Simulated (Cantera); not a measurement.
## Diamond growth

A diamond (100) surface in a fixed gas of H2 with x(CH4) = 0.004, x(H) = 0.044, at 1375 K, 21.0 Torr; coverages are run to steady state.

Model: the Harris–Goodwin 1993 mechanism for the reconstructed diamond (100) surface, integrated in Cantera.

```
x(CH3)   growth (µm/h)  θ c6HH  θ c6H*  θ c6*H  θ c6**    θ c6HM
-------  -------------  ------  ------  ------  ------  --------
1e-06           0.0100   0.337  0.0575   0.544  0.0619   3.27e-7
2.8e-06         0.0280   0.337  0.0575   0.544  0.0619   9.16e-7
7.7e-06         0.0770   0.337  0.0575   0.544  0.0619   2.52e-6
2.1e-05          0.210   0.337  0.0575   0.544  0.0619   6.87e-6
5.9e-05          0.590   0.337  0.0575   0.544  0.0618   1.93e-5
0.00016           1.60   0.337  0.0575   0.544  0.0618   5.23e-5
0.00045           4.49   0.337  0.0575   0.544  0.0617  0.000147
0.0013            12.9   0.337  0.0575   0.543  0.0614  0.000423
0.0035            34.4   0.336  0.0574   0.542  0.0605   0.00113
```
θ: site fractions in the mechanism's names (c6HH fully hydrogenated, c6H* and c6*H radical sites, c6** diradical, c6HM methylated).
